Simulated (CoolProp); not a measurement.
CH3F (R41) along the isobar 3970 kPa: fugacity coefficient from the reference equation and from simpler models built on Tc = 44.1 °C, pc = 5906 kPa, ω = 0.200; each cubic takes its own stable root.

Computed with CoolProp (reference Helmholtz-energy equation of state, Lemmon 2006). It is a short technical equation, of lower accuracy than the large ones.

```csv
T (°C),phase,reference,van der Waals,Redlich-Kwong
-97.35,liquid,0.008534,0.08973,0.01403
-82.55,liquid,0.02133,0.1394,0.03376
-67.65,liquid,0.04583,0.2030,0.06917
-52.85,liquid,___,0.2791,0.1241
-37.95,liquid,0.1485,0.3677,0.2022
-23.15,liquid,0.2341,___,___
-8.35,liquid,___,0.5713,0.4241
6.55,liquid,0.4809,___,0.5629
21.35,liquid,0.6358,0.7591,0.7092
36.25,gas,0.7271,0.7880,0.7605
51.05,gas,0.7675,0.8119,___
65.95,gas,0.7999,0.8322,0.8182
80.75,gas,0.8263,0.8495,0.8400
95.65,gas,0.8484,___,0.8588
```

Question: Fill in the missing entries.

Answer: 
- -52.85, reference: 0.08655
- -23.15, van der Waals: 0.4658
- -23.15, Redlich-Kwong: 0.3027
- -8.35, reference: 0.3450
- 6.55, van der Waals: 0.6819
- 51.05, Redlich-Kwong: 0.7920
- 95.65, van der Waals: 0.8646

At some of these states van der Waals gives the other phase, because its saturation line lies elsewhere.
